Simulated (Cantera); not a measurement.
A perfectly stirred reactor is fed with H₂ : O₂ : N₂ = 0.1 : 1 : 0.85 (molar parts), equivalence ratio 0.050, at 0.00550 bar; it is held at 1400 K, and followed from long to short residence time.

Computed with Cantera and GRI-Mech 3.0 (53 species, 325 reactions). Radical loss at walls, strong at low pressure, is not modelled. The temperature is held fixed by assumption; the heat of reaction is taken as removed at once.

### Question
What does this change do: pressure from 0.00550 bar to 0.0267 bar?

### Answer
| quantity | before | after |
|---|---|---|
| x(H₂) at τ = 5.20 s | 0.000298 | 4.88e-5 |
| x(O₂) at τ = 5.20 s | 0.495 | 0.499 |
| x(NO) at τ = 5.20 s | 8.13e-7 | 6.68e-7 |
| x(O) at τ = 5.20 s | 0.00584 | 0.000769 |
| x(HO₂) at τ = 5.20 s | 3.41e-7 | 4.87e-7 |
| x(H₂) at τ = 0.200 s | 0.00124 | 0.000372 |
| x(O₂) at τ = 0.200 s | 0.479 | 0.494 |
| x(NO) at τ = 0.200 s | 7.06e-7 | 6.41e-7 |
| x(O) at τ = 0.200 s | 0.0247 | 0.00617 |
| x(HO₂) at τ = 0.200 s | 5.60e-7 | 1.70e-6 |

### Question
What does this change do: temperature 1400 to 1248 K?

### Answer
| quantity | before | after |
|---|---|---|
| x(H₂) at τ = 5.20 s | 0.000298 | 0.000231 |
| x(O₂) at τ = 5.20 s | 0.495 | 0.497 |
| x(NO) at τ = 5.20 s | 8.13e-7 | 2.43e-7 |
| x(O) at τ = 5.20 s | 0.00584 | 0.00387 |
| x(HO₂) at τ = 5.20 s | 3.41e-7 | 5.16e-7 |
| x(H₂) at τ = 0.200 s | 0.00124 | 0.00121 |
| x(O₂) at τ = 0.200 s | 0.479 | 0.484 |
| x(NO) at τ = 0.200 s | 7.06e-7 | 4.71e-7 |
| x(O) at τ = 0.200 s | 0.0247 | 0.0196 |
| x(HO₂) at τ = 0.200 s | 5.60e-7 | 8.44e-7 |
